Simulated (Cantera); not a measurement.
Source: NASA polynomial tables (part measured, part estimated), evaluated in Cantera. Values are per mole of reaction as written; species without (g) are pure solids or liquids, kept so even where they would boil at 1 bar.

V + 2 N2O(g) → 2 N2(g) + VO2(g), with ΔH° = -395.8 kJ and ΔS° = 179.5 J/K at 300 K.

Problem. How far is the shortcut ΔG° ≈ ΔH°(300 K) − T·ΔS°(300 K) from the full temperature-dependent value at 1248, 1348, 1448, 1548, 1648, 1748 K?

Solution. 
| T (K) | shortcut (kJ) | full (kJ) | difference (kJ) | difference in log10 K |
|---|---|---|---|---|
| 1248 | -619.9 | -612.3 | -7.6 | 0.32 |
| 1348 | -637.8 | -628.4 | -9.4 | 0.36 |
| 1448 | -655.8 | -644.4 | -11.4 | 0.41 |
| 1548 | -673.8 | -660.2 | -13.5 | 0.46 |
| 1648 | -691.7 | -675.8 | -15.9 | 0.50 |
| 1748 | -709.7 | -691.3 | -18.4 | 0.55 |
The shortcut ignores the heat-capacity change of the reaction.
